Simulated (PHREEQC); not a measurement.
Solution (20 °C): 0.0091 mol CdSO4, 0.026 mol KCl and 0.019 mol NiCl2 per kg of water. Closed to the air; pH follows from the charge balance.

Computed with PHREEQC (ion-association model, wateq4f.dat).

Precipitation was switched off in this run.

Q: Predict the pH, ionic strength.

A: pH 5.90; ionic strength 0.0921 mol/kgw.

Q: In which forms is Cd present?

A: CdCl+ 57 %, Cd+2 28 %, CdCl2 7.8 %, CdSO4 6.5 % of the Cd.
